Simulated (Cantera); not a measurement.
Input: 1 mol PbO, 9.7 mol CO, 0.12 mol N2, held at 750 °C and 23.0 Pa.

These are equilibrium values from Cantera (NASA tables, ideal gas, pure condensed phases), not measurements of a reactor. Candidate condensed phases: C, Pb, PbO, PbO2, Pb3O4; 27 gas species. Rates play no part.

Base state: CO 0.804, CO2 0.0924, Pb 0.0924, N2 0.0111 (mole fractions); condensed: gas only.

**Question.** What changes in the equilibrium state with this change: PbO replaced by CuO?

**Answer.** 
```
species     before   after
----------  ------  ------
CO           0.804   0.886
CO2         0.0924   0.102
N2          0.0111  0.0122
Pb          0.0924       0
Cu(s), mol       0   1.000
```
Further candidate phases: Cu, CuO, Cu2O.
